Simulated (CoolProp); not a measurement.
Ethane at 602.46 K and 3.84 MPa flows at 3 m/s in a round tube of 4.6 mm bore and 45 µm roughness, fully developed (64/Re and Nu = 3.66 if laminar; Colebrook and Gnielinski if turbulent). Each further row changes one setting.

Model: reference Helmholtz-energy equation of state, Bücker 2006, in CoolProp.

```json
[
 {"case": "as stated", "Reynolds number": "…", "Darcy friction factor": "…", "pressure drop (Pa/m)": "…", "heat-transfer coefficient (W/(m² K))": "…", "mass flow (kg/h)": "4.21"},
 {"case": "velocity 6 m/s", "Reynolds number": "36100", "Darcy friction factor": "0.0393", "pressure drop (Pa/m)": "…", "heat-transfer coefficient (W/(m² K))": "…", "mass flow (kg/h)": "8.42"},
 {"case": "diameter 9.2 mm", "Reynolds number": "36100", "Darcy friction factor": "0.0326", "pressure drop (Pa/m)": "374", "heat-transfer coefficient (W/(m² K))": "1000", "mass flow (kg/h)": "…"}
]
```

Problem. Complete the blanks.

Solution. 
- as stated, Reynolds number: 18100
- as stated, Darcy friction factor: 0.0407
- as stated, pressure drop (Pa/m): 934
- as stated, heat-transfer coefficient (W/(m² K)): 1250
- velocity 6 m/s, pressure drop (Pa/m): 3600
- velocity 6 m/s, heat-transfer coefficient (W/(m² K)): 2460
- diameter 9.2 mm, mass flow (kg/h): 16.8

Viscosity comes from a separate model (Friend 1991). Thermal conductivity comes from a separate model (Friend 1991).
